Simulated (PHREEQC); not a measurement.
A solution holds 1.2 mmol/kgw HF, 5.1 mmol/kgw KF, 0.16 mmol/kgw H2SO4 and 0.23 mmol/kgw HCl, at 21 °C. Closed to the air; pH follows from the charge balance.

Model: ion-association model, phreeqc.dat, run in PHREEQC.

Problem. The ionic strength comes out as 0.00551 mol/kgw. What activity coefficients do Cl-, H+, SO4-2, HF2-, KSO4- get?

Solution. Cl- 0.92, H+ 0.93, SO4-2 0.73, HF2- 0.92, KSO4- 0.93.

Precipitation was switched off in this run.
